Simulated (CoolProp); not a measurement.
Properties of R114 along the isotherm 213.85 °C (Tc = 147.5 °C, pc = 33.52 bar, ω = 0.252).

Computed with CoolProp (reference Helmholtz-energy equation of state, Platzer 1990). This equation is an older, rougher fit.

| p (bar) | phase | cp (kJ/(kg K)) | cv (kJ/(kg K)) | speed of sound (m/s) | Joule-Thomson coefficient (K/MPa) | isothermal compressibility (1/MPa) | fugacity coefficient |
|---|---|---|---|---|---|---|---|
| 0.053 | gas | 0.8566 | 0.8079 | 158.4 | 6.134 | 188.7 | 0.9997 |
| 0.0856 | gas | 0.8567 | 0.8079 | 158.4 | 6.136 | 116.9 | 0.9995 |
| 0.138 | gas | 0.8568 | 0.8079 | 158.4 | 6.138 | 72.52 | 0.9992 |
| 0.224 | gas | 0.8569 | 0.8079 | 158.3 | 6.141 | 44.70 | 0.9986 |
| 0.361 | gas | 0.8572 | 0.8080 | 158.2 | 6.147 | 27.76 | 0.9978 |
| 0.583 | gas | 0.8576 | 0.8080 | 158.0 | 6.156 | 17.21 | 0.9965 |
| 0.943 | gas | 0.8583 | 0.8081 | 157.7 | 6.171 | 10.67 | 0.9943 |
| 1.52 | gas | 0.8594 | 0.8083 | 157.2 | 6.194 | 6.641 | 0.9908 |
| 2.46 | gas | 0.8613 | 0.8086 | 156.4 | 6.233 | 4.128 | 0.9851 |
| 3.97 | gas | 0.8644 | 0.8091 | 155.2 | 6.297 | 2.583 | 0.9760 |
| 6.42 | gas | 0.8699 | 0.8099 | 153.1 | 6.403 | 1.624 | 0.9613 |
| 10.4 | gas | 0.8801 | 0.8115 | 149.5 | 6.581 | 1.032 | 0.9375 |
| 16.8 | gas | 0.9001 | 0.8146 | 143.6 | 6.882 | 0.6728 | 0.8999 |
